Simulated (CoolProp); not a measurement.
Hydrogen sulfide at several states: fugacity coefficient from the reference equation and from simpler models built on Tc = 100.0 °C, pc = 8999 kPa, ω = 0.101; each cubic takes its own stable root.

Model: reference Helmholtz-energy equation of state, Lemmon 2006, in CoolProp. It is a short technical equation, of lower accuracy than the large ones.

```json
[
 {"T (°C)": "25.55", "p (kPa)": "7860", "phase": "liquid", "reference": "?", "van der Waals": "?", "Redlich-Kwong": "0.2656", "Peng-Robinson": "?"},
 {"T (°C)": "453.95", "p (kPa)": "54.3", "phase": "gas", "reference": "0.9999", "van der Waals": "0.9997", "Redlich-Kwong": "0.9998", "Peng-Robinson": "0.9998"},
 {"T (°C)": "484.55", "p (kPa)": "1090", "phase": "gas", "reference": "0.9979", "van der Waals": "0.9951", "Redlich-Kwong": "0.9964", "Peng-Robinson": "0.9966"},
 {"T (°C)": "87.05", "p (kPa)": "21300", "phase": "liquid", "reference": "?", "van der Waals": "?", "Redlich-Kwong": "?", "Peng-Robinson": "?"}
]
```

Q: What belongs in the gaps?

A: 
- 25.55, reference: 0.2441
- 25.55, van der Waals: 0.3984
- 25.55, Peng-Robinson: 0.2416
- 87.05, reference: 0.3051
- 87.05, van der Waals: 0.3675
- 87.05, Redlich-Kwong: 0.3187
- 87.05, Peng-Robinson: 0.2968
